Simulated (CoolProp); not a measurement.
Computed with CoolProp (reference Helmholtz-energy equation of state, Akasaka 2023).

Problem. Give the vapour pressure (MPa), vapour density (kg/m³), enthalpy of vaporisation (kJ/kg), liquid cp (kJ/(kg K)) of saturated R1224YDZ at 246.3, 268.2, 300.9 K.

Solution. 
```tsv
T (K)	p (MPa)	vapour density (kg/m³)	enthalpy of vaporisation (kJ/kg)	liquid cp (kJ/(kg K))
246.3	0.0145	1.07	189	1.06
268.2	0.0441	3.02	179	1.09
300.9	0.162	10.3	163	1.16
```
